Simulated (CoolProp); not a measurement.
The fluid at 298.15 K and 9.15 MPa flows at 0.063 m/s in a round tube of 2 mm bore and 0.25 µm roughness, fully developed (64/Re and Nu = 3.66 if laminar; Colebrook and Gnielinski if turbulent). The same conditions are run with several fluids, on thermodynamics alone (safety and materials aside).

The numbers come from the reference Helmholtz-energy equation of state of each fluid (carbon dioxide: Span 1996; n-octane: Beckmüller 2019; R13: Platzer 1990; n-hexane: Thol 2019; ethylbenzene: Zhou 2012) in CoolProp. The equations of Platzer and Polt are older, rougher fits.

| fluid | Reynolds number | Darcy friction factor | pressure drop (Pa/m) | heat-transfer coefficient (W/(m² K)) | mass flow (kg/h) |
|---|---|---|---|---|---|
| carbon dioxide | 1410 | 0.0455 | 36.3 | 162 | 0.572 |
| n-octane | 159 | 0.404 | 283 | 235 | 0.503 |
| R13 | 1490 | 0.0428 | 46.2 | 91.2 | 0.774 |
| n-hexane | 256 | 0.250 | 165 | 227 | 0.473 |
| ethylbenzene | 166 | 0.386 | 332 | 239 | 0.619 |

Transport values come from each fluid's own correlations; those of R13, ethylbenzene are estimates that may be off by 10 % or more.
